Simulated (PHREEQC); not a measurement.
# Brackish or sea water (model solution)

Model water analysis in mg/kgw, 20 °C, pH 7.15, pe 11.2:

| constituent | mg/kgw |
|---|---|
| Na | 5120 |
| K | 955 |
| Ca | 42.7 |
| Mg | 163 |
| Cl | 8090 |
| S(6) as SO4 | 662 |
| Alkalinity as HCO3 | 411 |
| N(5) as NO3 | 24.6 |
| Cu(2) | 2.91 |
| Si as SiO2 | 80.3 |

Valence states are taken as typed.

All values are PHREEQC results (ion-association model, wateq4f.dat), not measurements.

Precipitation was switched off in this run.

Task: Estimate the activity of water, charge-balance error.

Result: activity of water 0.992; charge-balance error 2.7 %.

Task: In which forms is Cu present?

Result: CuCO3 54 %, Cu(OH)2 16 %, Cu+2 13 %, CuHCO3+ 12 %, CuCl+ 1.9 %, CuSO4 1.0 % of the Cu.

Examples of supersaturated solids here: Malachite, Atacamite. Others may be too. Complexes and solids missing from the database can't appear. The database's constant for dissolved Cu(OH)2 is higher than later reviews accept.
